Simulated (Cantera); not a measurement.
Input: 1 mol SiCl4, 0.01 mol Cl2, 120 mol H2, held at 14000 Pa.

Cantera equilibrium calculation (NASA polynomials, part measured and part estimated; ideal gas, pure solids and liquids). Candidate condensed phases: Si; 19 gas species. The numbers say what is thermodynamically allowed, not how fast it happens.

Over these rows the condensed part is Si(s). Partial pressures as log10 of bar:

| T (K) | 1000/T (1/K) | log p SiCl4 | log p H2 | log p HCl |
|---|---|---|---|---|
| 1100 | 0.9091 | -3.52 | -0.86 | -2.64 |
| 1150 | 0.8696 | ? | -0.86 | -2.55 |
| 1200 | 0.8333 | -3.98 | -0.87 | -2.48 |
| 1250 | 0.8000 | -4.31 | -0.87 | -2.44 |
| 1300 | 0.7692 | -4.68 | -0.87 | -2.42 |
| 1350 | 0.7407 | -5.06 | -0.87 | -2.42 |

**Question.** Fit log p(SiCl4) = a + b·(1000/T) to the five rows, give the apparent enthalpy, and predict the row at 1150 K.

**Answer.** Means: 1000/T = 0.8105, log p = -4.310. Sxy = 0.153049, Sxx = 0.0169298, so b = 9.04 and a = -4.310 − (9.04)×0.8105 = -11.64.
Apparent enthalpy: −19.145 × (9.04) = -173 kJ/mol. With the condensed phases at unit activity, Si(s) + 4 HCl(g) = SiCl4(g) + 2 H2(g) links this pressure to the main gases: over the six rows their terms move log p by +0.90 in all, so the slope isn't that reaction's ΔH° alone. The five rows lie within 0.13 of the line; that is curvature, so one enthalpy describes this range poorly.
Prediction at 1150 K: -11.64 + (9.04)×0.8696 = -3.78. The computed value is -3.71, 0.07 from the line.
